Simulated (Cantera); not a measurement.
An isothermal, constant-pressure homogeneous reactor starts with NH3 : H2 = 1 : 3.4 (molar parts), at 2300 K and 20.0 Torr. Integrator tolerance rtol = 1e-08.

Detailed kinetics in Cantera: the gas-phase N/H chemistry of the illustrative SiF4/NH3 mechanism in the Surface Chemkin manual (1991). Walls and surfaces, which speed up NH3 decomposition in real reactors, are not modelled.

Question: What does this change do: temperature 2300 to 1323 K?

Answer: 
```json
[
 {"quantity": "x(NH3) at 200 s", "before": "8.27e-8 (gas-phase equilibrium 8.27e-8)", "after": "0.227 (gas-phase equilibrium 7.80e-7)"},
 {"quantity": "x(H2) at 200 s", "before": "0.855 (gas-phase equilibrium 0.855)", "after": "0.773 (gas-phase equilibrium 0.907)"},
 {"quantity": "x(N2H4) at 200 s", "before": "<1e-12 (gas-phase equilibrium <1e-12)", "after": "6.01e-10 (gas-phase equilibrium <1e-12)"},
 {"quantity": "x(N2) at 200 s", "before": "0.0900 (gas-phase equilibrium 0.0900)", "after": "0.000291 (gas-phase equilibrium 0.0926)"},
 {"quantity": "x(NH2) at 200 s", "before": "1.69e-8 (gas-phase equilibrium 1.69e-8)", "after": "3.24e-6 (gas-phase equilibrium 1.49e-11)"},
 {"quantity": "x(NH) at 200 s", "before": "2.39e-8 (gas-phase equilibrium 2.39e-8)", "after": "4.19e-9 (gas-phase equilibrium <1e-12)"},
 {"quantity": "x(N) at 200 s", "before": "7.15e-8 (gas-phase equilibrium 7.15e-8)", "after": "8.08e-11 (gas-phase equilibrium <1e-12)"}
]
```
